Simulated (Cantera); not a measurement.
# Catalytic combustion on Pt

An isothermal plug-flow reactor at 748 K and 3.90 bar (inlet), inlet velocity 0.94 m/s, active area per volume 120 1/m; feed 2.07 % H2, 12.0 % O2, 86.0 % N2, equivalence ratio 0.086.

Computed with Cantera and Deutschmann's 1995 Pt surface mechanism with GRI-Mech 3.0 gas chemistry. Catalytic surfaces can have several steady states; this one follows from the mechanism file's or the stated starting coverage. Mass transfer to the wall is taken as infinitely fast.

```json
[
 {"z (m)": "5.4e-05", "x H2": "0.0193", "x O2": "0.119", "x H2O": "0.00141", "θ free Pt": "0.301", "θ O*": "0.685", "θ OH*": "0.0136"},
 {"z (m)": "9e-05", "x H2": "0.0184", "x O2": "0.119", "x H2O": "0.00226", "θ free Pt": "0.289", "θ O*": "0.697", "θ OH*": "0.0136"},
 {"z (m)": "0.00015", "x H2": "0.0172", "x O2": "0.118", "x H2O": "0.00352", "θ free Pt": "0.271", "θ O*": "0.716", "θ OH*": "0.0136"},
 {"z (m)": "0.00025", "x H2": "0.0154", "x O2": "0.117", "x H2O": "0.00530", "θ free Pt": "0.245", "θ O*": "0.742", "θ OH*": "0.0136"},
 {"z (m)": "0.00042", "x H2": "0.0131", "x O2": "0.116", "x H2O": "0.00762", "θ free Pt": "0.210", "θ O*": "0.776", "θ OH*": "0.0134"},
 {"z (m)": "0.00069", "x H2": "0.0106", "x O2": "0.115", "x H2O": "0.0102", "θ free Pt": "0.171", "θ O*": "0.816", "θ OH*": "0.0130"},
 {"z (m)": "0.0012", "x H2": "0.00773", "x O2": "0.114", "x H2O": "0.0131", "θ free Pt": "0.126", "θ O*": "0.862", "θ OH*": "0.0120"},
 {"z (m)": "0.0019", "x H2": "0.00562", "x O2": "0.113", "x H2O": "0.0152", "θ free Pt": "0.0928", "θ O*": "0.896", "θ OH*": "0.0108"},
 {"z (m)": "0.0032", "x H2": "0.00371", "x O2": "0.112", "x H2O": "0.0171", "θ free Pt": "0.0621", "θ O*": "0.929", "θ OH*": "0.00931"},
 {"z (m)": "0.0054", "x H2": "0.00234", "x O2": "0.112", "x H2O": "0.0185", "θ free Pt": "0.0402", "θ O*": "0.952", "θ OH*": "0.00774"}
]
```
x: gas mole fraction; θ: surface coverage.
